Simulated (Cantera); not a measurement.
Input: 1 mol CsCl, 1.3 mol H2, 8.4 mol N2, held at 100000 Pa.

Method: chemical equilibrium by Gibbs-energy minimisation in Cantera with the NASA 1993 tables (ideal gas, pure condensed phases). Candidate condensed phases: Cs, CsCl, NH4Cl; 16 gas species. Rates play no part.

x: gas mole fraction; nothing condenses.

```
T (K)   x N2   x H2  x CsCl  x Cs2Cl2      x Cs     x HCl       x H
-----  -----  -----  ------  --------  --------  --------  --------
1425   0.792  0.122  0.0771       ___  0.000139  0.000139   2.39e-6
1475   0.790  0.122  0.0820       ___  0.000197  0.000197   4.53e-6
1525   0.788  0.122  0.0855       ___  0.000270  0.000270   8.26e-6
1575   0.787  0.122  0.0878       ___  0.000362  0.000362   1.45e-5
1625   0.786  0.121  0.0893       ___  0.000474  0.000474   2.46e-5
1675   0.786  0.121  0.0902       ___  0.000609  0.000609   4.04e-5
1725   0.785  0.121  0.0908       ___  0.000771  0.000770   6.46e-5
1775   0.785  0.121  0.0911       ___  0.000960  0.000960  0.000101
1825   0.785  0.121  0.0912       ___   0.00118   0.00118  0.000153
1875   0.785  0.121  0.0912       ___   0.00144   0.00143  0.000228
1925   0.784  0.120  0.0911       ___   0.00173   0.00173  0.000332
1975   0.784  0.120  0.0909       ___   0.00206   0.00205  0.000474
```

Problem. What belongs in the gaps?

Solution. 
- 1425, x Cs2Cl2: 0.00849
- 1475, x Cs2Cl2: 0.00588
- 1525, x Cs2Cl2: 0.00404
- 1575, x Cs2Cl2: 0.00278
- 1625, x Cs2Cl2: 0.00192
- 1675, x Cs2Cl2: 0.00135
- 1725, x Cs2Cl2: 0.000958
- 1775, x Cs2Cl2: 0.000691
- 1825, x Cs2Cl2: 0.000506
- 1875, x Cs2Cl2: 0.000376
- 1925, x Cs2Cl2: 0.000283
- 1975, x Cs2Cl2: 0.000215
